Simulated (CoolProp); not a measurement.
Propylene at 380.76 K and 0.695 MPa is throttled through a valve to 0.22 MPa with no heat exchange. Each further row changes one setting.

The numbers come from the reference Helmholtz-energy equation of state, Lemmon 2013 in CoolProp.

```json
[
 {"case": "as stated", "temperature change (K)": "(withheld)", "final density (kg/m³)": "3.00"},
 {"case": "outlet pressure 0.066 MPa", "temperature change (K)": "-5.5", "final density (kg/m³)": "0.894"},
 {"case": "outlet pressure 0.286 MPa", "temperature change (K)": "(withheld)", "final density (kg/m³)": "(withheld)"}
]
```

Task: Some entries are withheld; supply them.

Result: 
- as stated, temperature change (K): -4.2
- outlet pressure 0.286 MPa, temperature change (K): -3.6
- outlet pressure 0.286 MPa, final density (kg/m³): 3.91
